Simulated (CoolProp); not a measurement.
A single-stage vapour-compression cycle with fluoroethane (R161): evaporating at 226.15 K (dew point), condensing at 288.15 K (bubble point), superheat 10 K, subcooling 5 K, compressor efficiency 0.7, no pressure losses. Each further row changes one setting.

Values from CoolProp's reference Helmholtz-energy equation of state, Wu 2012.

| case | cooling COP | pressure ratio | discharge temperature (K) | refrigerating effect (kJ/kg) | volumetric capacity (kJ/m³) |
|---|---|---|---|---|---|
| as stated | 2.04 | 10.8 | 371.3 | 329 | 528 |
| evaporating temperature 231.15 K | 2.31 | 8.47 | … | 333 | 674 |
| condensing temperature 283.15 K | … | … | 362.6 | 340 | 546 |
| subcooling 10 K | 2.10 | 10.8 | 371.3 | 340 | 546 |
| superheat 20 K | … | 10.8 | … | 340 | … |
| compressor efficiency 0.6 | 1.75 | 10.8 | 388.6 | 329 | 528 |

What belongs in the gaps?


- evaporating temperature 231.15 K, discharge temperature (K): 363.1
- condensing temperature 283.15 K, cooling COP: 2.27
- condensing temperature 283.15 K, pressure ratio: 9.33
- superheat 20 K, cooling COP: 2.02
- superheat 20 K, discharge temperature (K): 382.7
- superheat 20 K, volumetric capacity (kJ/m³): 522
